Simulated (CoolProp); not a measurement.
The fluid at 298.15 K and 0.00578 MPa is compressed adiabatically to 0.0158 MPa with isentropic efficiency 0.8. The same conditions are run with several fluids, on thermodynamics alone (safety and materials aside).

The numbers come from the reference Helmholtz-energy equation of state of each fluid (ethanol: Schroeder 2014; R227EA: Lemmon 2016; methanol: de Reuck 1993; isobutane: Bücker 2006; cis-2-butene: Lemmon 2005) in CoolProp.

**Question.** Rank ethanol, R227EA, methanol, isobutane, cis-2-butene by work (kJ/kg), highest first.

**Answer.** methanol (106), ethanol (71.7), cis-2-butene (58.3), isobutane (55.8), R227EA (18.9)

```csv
fluid,final temperature (K),final density (kg/m³)
ethanol,346.4,0.254
R227EA,321.3,1.01
methanol,370.5,0.165
isobutane,330.4,0.335
cis-2-butene,336.9,0.317
```
